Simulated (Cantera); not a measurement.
## Equilibrium for silicon carbide growth: CH3SiCl3 + C2H2 + H2 + C2H4

A closed system holds: 1 mol CH3SiCl3, 0.38 mol C2H2, 1.3 mol H2, 0.2 mol C2H4, equilibrated at 1677 °C and 0.00190 bar.

Method: chemical equilibrium by Gibbs-energy minimisation in Cantera with the NASA 1993 tables (ideal gas, pure condensed phases). Candidate condensed phases: C, C6H6, C7H8, C8H18, Si, SiC; 109 gas species. The feed counts by its element totals alone. The tables' values for SiCl, SiCl3 are old estimates; treat these amounts as uncertain. Equilibrium is a limit: real reactors are often held back by kinetics, nucleation or transport.

| Quantity | Result |
|---|---|
| x(HCl) | 0.459 |
| x(H2) | 0.455 |
| x(SiCl2) | 0.0534 |
| x(H) | 0.0177 |
| x(Cl) | 0.0134 |
| x(SiCl) | 0.000642 |
| x(Si) | 0.000568 |
| x(SiCl3) | 0.000436 |
| x(C2H2 (acetylene)) | 0.000249 |
| n(C(graphite)) | 1.44 mol |
| n(SiC(s)) | 0.716 mol |
| gas amount | 5.164 mol |
| log10 activity of Si(l) (absent) | -1.34 |
